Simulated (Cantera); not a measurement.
B₂O₃ + O₂ (boron, boron nitride and boron oxide)

Feed: 1 mol B₂O₃, 0.14 mol O₂, at 0.133 bar.

Cantera equilibrium calculation (NASA polynomials, part measured and part estimated; ideal gas, pure solids and liquids). Candidate condensed phases: B, B₂O₃; 10 gas species. The numbers say what is thermodynamically allowed, not how fast it happens.

```tsv
T (°C)	x O₂	x B₂O₃	x BO₂	x O	x BO	x B₂O₂	x O₃	n B₂O₃(l)
777	1.00	2.45e-10	5.77e-10	1.83e-9	<1e-12	<1e-12	8.20e-12	1.00
877	1.00	1.25e-8	1.59e-8	2.28e-8	<1e-12	<1e-12	3.41e-11	1.00
977	1.000	3.31e-7	2.54e-7	1.90e-7	<1e-12	<1e-12	1.13e-10	1.00
1077	1.000	5.27e-6	2.67e-6	1.16e-6	<1e-12	<1e-12	3.16e-10	1.000
1177	1.000	5.64e-5	2.01e-5	5.50e-6	1.95e-11	<1e-12	7.65e-10	1.000
1277	0.999	0.000437	0.000115	2.14e-5	4.95e-10	<1e-12	1.66e-9	1.000
1377	0.997	0.00261	0.000534	7.08e-5	8.42e-9	1.30e-11	3.26e-9	1.000
1477	0.985	0.0126	0.00206	0.000203	1.03e-7	3.08e-10	5.87e-9	0.998
1577	0.942	0.0505	0.00675	0.000513	9.62e-7	5.19e-9	9.44e-9	0.992
1677	0.805	0.175	0.0190	0.00111	7.32e-6	6.89e-8	1.22e-8	0.968
1777	0.425	0.531	0.0424	0.00174	5.14e-5	9.03e-7	7.30e-9	0.823
1877	0.107	0.837	0.0546	0.00175	0.000279	8.02e-6	1.38e-9	0
1977	0.100	0.821	0.0746	0.00320	0.000775	2.09e-5	1.83e-9	0
2077	0.0924	0.802	0.0984	0.00550	0.00198	5.03e-5	2.29e-9	0
```
x: gas mole fraction; n: condensed amount in mol.

From 777 °C to 1777 °C the condensed part is B₂O₃(l). From 1877 °C to 2077 °C nothing is condensed.
